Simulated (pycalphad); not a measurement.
CALPHAD calculation (pycalphad, COST 507 light-alloy database (1999)), 1 atm. The database dates from 1999; later assessments differ in places, in temperatures and in the compounds included. Diffusion is slow at the low end, where real alloys seldom reach equilibrium.

Molar enthalpy of Si-0.4964Cu (wt.%) in equilibrium (SER reference):

| T (K) | H (kJ/mol) | phases |
|---|---|---|
| 1850 | 90.56 | LIQUID |
| 1770 | 88.39 | LIQUID |
| 1730 | 87.30 | LIQUID |
| 1690 | 86.21 | LIQUID |
| 1610 | 34.52 | DIAMOND_A4 + LIQUID |
| 1530 | 31.84 | DIAMOND_A4 + LIQUID |
| 1450 | 29.42 | DIAMOND_A4 + LIQUID |
| 1370 | 27.10 | DIAMOND_A4 + LIQUID |
| 1290 | 24.84 | DIAMOND_A4 + LIQUID |
| 1210 | 22.63 | DIAMOND_A4 + LIQUID |
| 1130 | 20.45 | DIAMOND_A4 + LIQUID |
| 1050 | 18.28 | DIAMOND_A4 + CU19SI6_ETA |
| 1010 | 17.22 | DIAMOND_A4 + CU19SI6_ETA |
| 970 | 16.17 | DIAMOND_A4 + CU19SI6_ETA |
| 890 | 14.09 | DIAMOND_A4 + CU19SI6_ETA |
| 810 | 12.04 | DIAMOND_A4 + CU19SI6_ETA |
| 730 | 10.02 | DIAMOND_A4 + CU19SI6_ETA |
| 650 | 8.04 | DIAMOND_A4 + CU19SI6_ETA |
| 570 | 6.10 | DIAMOND_A4 + CU19SI6_ETA |

Cooling from 1690 K to 1050 K, across the freezing range, releases 67.9 kJ/mol, or 2410 J/g. The slope is 27 J/(mol K) in the liquid and 26 J/(mol K) just below the solidus, where it includes any heat of precipitation. Liquidus 1686 K, solidus 1074 K. Changes were sought between steps of 40 K, so a narrower field can be missed.

Database names, with the compositions (at.%) that they take in these runs: CU19SI6_ETA: Cu 76 Si 24. DIAMOND_A4 is diamond (Si).
